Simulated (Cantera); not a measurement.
A Cantera script and its output.

```python
import numpy as np
import cantera as ct

gas = ct.Solution("gri30.yaml")
gas.TPX = 2075, 3700, {'NO': 1, 'N2': 0.12}
inlet = ct.Reservoir(gas, clone=True)

reactor = ct.IdealGasConstPressureReactor(gas, energy="off", clone=False)
exhaust = ct.Reservoir(gas, clone=True)
tau = [12, 4.5, 1.7, 0.62, 0.23, 0.085, 0.032, 0.012, 0.0044][0]
for a, b in ((inlet, reactor), (reactor, exhaust)):
    ct.MassFlowController(a, b, mdot=lambda t: reactor.mass / tau)
net = ct.ReactorNet([reactor])
show = ['NO', 'N2O', 'O', 'NO2', 'O2', 'N2']

rows = []
print(f"{'tau/s':>10s}{'T/K':>9s}" + "".join(f"{s:>11s}" for s in show))
for tau in [12, 4.5, 1.7, 0.62, 0.23, 0.085, 0.032, 0.012, 0.0044]:
    net.initial_time = 0.0
    net.advance(30 * tau)
    before = gas.X
    net.advance(40 * tau)
    drift = np.max(np.abs(gas.X - before) / (gas.X + 1e-9))
    rows.append([gas.T, *gas[show].X, drift])
    print(f"{tau:10.3e}{gas.T:9.1f}" + "".join(f"{x:11.3e}" for x in gas[show].X))
```

Output:

```
     tau/s      T/K         NO        N2O          O        NO2         O2         N2
 1.200e+01   2075.0  1.431e-01  4.792e-06  3.742e-03  5.570e-05  3.721e-01  4.810e-01
 4.500e+00   2075.0  2.769e-01  1.860e-05  3.424e-03  9.719e-05  3.054e-01  4.141e-01
 1.700e+00   2075.0  4.918e-01  6.405e-05  2.836e-03  1.377e-04  1.984e-01  3.068e-01
 6.200e-01   2075.0  7.140e-01  1.542e-04  2.043e-03  1.314e-04  8.779e-02  1.959e-01
 2.300e-01   2075.0  8.294e-01  2.312e-04  1.442e-03  9.314e-05  3.057e-02  1.383e-01
 8.500e-02   2075.0  8.713e-01  2.647e-04  1.099e-03  6.520e-05  9.860e-03  1.174e-01
 3.200e-02   2075.0  8.854e-01  2.621e-04  8.624e-04  4.940e-05  3.009e-03  1.104e-01
 1.200e-02   2075.0  8.904e-01  2.239e-04  5.903e-04  3.548e-05  7.307e-04  1.081e-01
 4.400e-03   2075.0  8.921e-01  1.491e-04  2.869e-04  1.825e-05  1.124e-04  1.073e-01
```

Model: GRI-Mech 3.0 (53 species, 325 reactions), integrated in Cantera. Radical loss at walls, strong at low pressure, is not modelled.
